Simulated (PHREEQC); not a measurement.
Synthetic water in mg/kgw, 25 °C, pH 1.99, pe 12.8: Na 6.24; K 17.2; Ca 93.9; Mg 21.7; Cl 41.7; S(6) as SO4 1270; N(5) as NO3 2.76; Zn 3.2.

Valence states are taken as typed.

All values are PHREEQC results (ion-association model, phreeqc.dat), not measurements.

```json
[
 {"quantity": "ionic strength (mol/kgw)", "before": "0.0287", "after": "0.0721"},
 {"quantity": "HSO4- (mol/kgw)", "before": "0.00469", "after": "0.0119"},
 {"quantity": "Ca+2 (mol/kgw)", "before": "0.00166", "after": "0.00396"},
 {"quantity": "CaSO4 (mol/kgw)", "before": "0.000637", "after": "0.00284"},
 {"quantity": "Mg+2 (mol/kgw)", "before": "0.000589", "after": "0.00136"},
 {"quantity": "SI of Gypsum (CaSO4:2H2O)", "before": "-0.86", "after": "-0.21"},
 {"quantity": "SI of Halite (NaCl)", "before": "-8.21", "after": "-7.33"}
]
```

Task: Which change was made?
A. N(5) from 2.76 to 8.28 mg/kgw
B. all concentrations times 3 at the same typed pH
C. temperature from 25 to 55 °C at the same typed pH

Result: B, all concentrations times 3 at the same typed pH

Precipitation was switched off in this run.
